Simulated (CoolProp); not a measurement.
Saturation properties of tetrahydrofuran.

Values from CoolProp's reference Helmholtz-energy equation of state, Fiedler 2023.

| T (K) | p (MPa) | liquid density (kg/m³) | enthalpy of vaporisation (kJ/kg) |
|---|---|---|---|
| 409.9 | 0.6437 | 747.1 | 356.5 |
| 416.9 | 0.7441 | ? | 349.5 |
| 423.9 | 0.8557 | 727.5 | 342.2 |
| 430.9 | 0.9794 | 717.2 | 334.6 |
| 437.8 | 1.114 | 706.9 | 326.7 |
| 444.8 | 1.264 | ? | 318.4 |
| 451.8 | ? | 684.7 | 309.6 |
| 458.8 | 1.608 | 673.0 | 300.3 |
| 465.8 | 1.804 | 660.8 | 290.5 |
| 472.8 | 2.018 | ? | 280.0 |
| 479.7 | ? | 634.5 | 268.9 |
| 486.7 | 2.499 | 620.0 | 256.7 |
| 493.7 | 2.772 | 604.4 | 243.5 |
| 500.7 | 3.068 | 587.3 | 228.8 |

Problem. Complete the blanks.

Solution. 
- 416.9, liquid density (kg/m³): 737.4
- 444.8, liquid density (kg/m³): 696.0
- 451.8, p (MPa): 1.428
- 472.8, liquid density (kg/m³): 647.9
- 479.7, p (MPa): 2.247

It boils at 339.1 K under 1 atm.
